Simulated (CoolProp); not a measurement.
The fluid at 298.15 K and 2.03 MPa is throttled through a valve to 1.37 MPa with no heat exchange. The same conditions are run with several fluids, on thermodynamics alone (safety and materials aside).

The numbers come from the reference Helmholtz-energy equation of state of each fluid (R125: Lemmon 2005; R1233zd(E): Akasaka 2022; ethylbenzene: Zhou 2012; 1,2-dichloroethane: Thol 2015; n-undecane: Aleksandrov 2011) in CoolProp.

```csv
fluid,temperature change (K),final density (kg/m³)
R125,[?],[?]
R1233zd(E),[?],1270
ethylbenzene,+0.3,[?]
"1,2-dichloroethane",+0.3,[?]
n-undecane,+0.3,[?]
```

Problem. What belongs in the gaps?

Solution. 
- R125, temperature change (K): -0.2
- R125, final density (kg/m³): 1190
- R1233zd(E), temperature change (K): +0.2
- ethylbenzene, final density (kg/m³): 863
- 1,2-dichloroethane, final density (kg/m³): 1250
- n-undecane, final density (kg/m³): 737
